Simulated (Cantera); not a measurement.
Charge: 1 mol SiO₂, 8.8 mol HBr, 7.1 mol H₂, equilibrated at 10.0 Torr.

Cantera equilibrium calculation (NASA polynomials, part measured and part estimated; ideal gas, pure solids and liquids). Candidate condensed phases: Br₂, H₂O, Si, SiO₂; 28 gas species. The tables hold silica as quartz up to 1696 K and as liquid above; real silica turns to tridymite and cristobalite and melts near 1996 K. Equilibrium is a limit: real reactors are often held back by kinetics, nucleation or transport.

### Question
Which condensed phases are stable at each of these points (T (K)): 1298, 1398, 1498, 1598, 1698, 1798, 1898?

### Answer
```json
[
 {"T (K)": "1298", "condensed phases": "SiO₂(β-quartz)", "Si condensed (%)": "100.0"},
 {"T (K)": "1398", "condensed phases": "SiO₂(β-quartz)", "Si condensed (%)": "99.9"},
 {"T (K)": "1498", "condensed phases": "SiO₂(β-quartz)", "Si condensed (%)": "99.6"},
 {"T (K)": "1598", "condensed phases": "SiO₂(β-quartz)", "Si condensed (%)": "98.5"},
 {"T (K)": "1698", "condensed phases": "SiO₂(condensed)", "Si condensed (%)": "95.1"},
 {"T (K)": "1798", "condensed phases": "SiO₂(condensed)", "Si condensed (%)": "85.8"},
 {"T (K)": "1898", "condensed phases": "SiO₂(condensed)", "Si condensed (%)": "63.3"}
]
```

From 1298 K to 1598 K the condensed part is SiO₂(β-quartz). From 1698 K to 1898 K the condensed part is SiO₂(condensed).
